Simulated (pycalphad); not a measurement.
An equivalent pycalphad script:

```python
from pycalphad import Database, equilibrium, calculate, variables as v
import numpy as np
db = Database('COST507.tdb')
comps = ['SI', 'AL', 'CU', 'VA']
phases = ['ALCU_DELTA', 'ALCU_EPSILON', 'ALCU_ETA', 'ALCU_PRIME', 'ALCU_THETA', 'ALCU_ZETA', 'BCC_A2', 'CU19SI6_ETA', 'CU33SI7_DELTA', 'CU4SI_EPSILON', 'CU56SI11_GAMMA', 'DIAMOND_A4', 'FCC_A1', 'GAMMA_D83', 'GAMMA_H', 'HCP_A3', 'LIQUID']
eq = equilibrium(db, comps, phases, {v.X('AL'): 0.925, v.X('CU'): 0.019, v.T: np.arange(2350, 499, -40), v.P: 101325, v.N: 1}, output=['HM', 'SM'])
```

Source of the numbers: pycalphad with the COST 507 light-alloy database (1999); pressure 1 atm. The database dates from 1999; later assessments differ in places, in temperatures and in the compounds included. The system is extrapolated from its subsystems; higher-order compounds may be missing. Phase fractions are per mole of atoms.

Results at three of the temperatures:

```
T = 2190.00 K, P = 101325 Pa, N = 1 mol of atoms
G = -152235 J/mol, H = 68965 J/mol, S = 101.00 J/(mol K)  (SER reference)
chemical potentials (J/mol): Si -179845, Al -148487, Cu -253318
phase             fraction      x(Si)      x(Al)      x(Cu)
LIQUID              1.0000     0.0560     0.9250     0.0190
```

```
T = 1510.00 K, P = 101325 Pa, N = 1 mol of atoms
G = -87267 J/mol, H = 47661 J/mol, S = 89.36 J/(mol K)  (SER reference)
chemical potentials (J/mol): Si -99734, Al -84816, Cu -169860
phase             fraction      x(Si)      x(Al)      x(Cu)
LIQUID              1.0000     0.0560     0.9250     0.0190
```

```
T = 990.00 K, P = 101325 Pa, N = 1 mol of atoms
G = -43998 J/mol, H = 31387 J/mol, S = 76.15 J/(mol K)  (SER reference)
chemical potentials (J/mol): Si -44114, Al -42619, Cu -110789
phase             fraction      x(Si)      x(Al)      x(Cu)
LIQUID              1.0000     0.0560     0.9250     0.0190
```

Changes of the phase set, refined by bisection:

```
T (K)                 phases above                     phases below
-----  ---------------------------  -------------------------------
885.8                       liquid                     fcc + liquid
835.4                 fcc + liquid      diamond (Si) + fcc + liquid
788.5  diamond (Si) + fcc + liquid               diamond (Si) + fcc
778.6           diamond (Si) + fcc  ALCU_THETA + diamond (Si) + fcc
```

Database names, with the compositions (at.%) that they take in these runs: ALCU_THETA: Al 67 Cu 32.
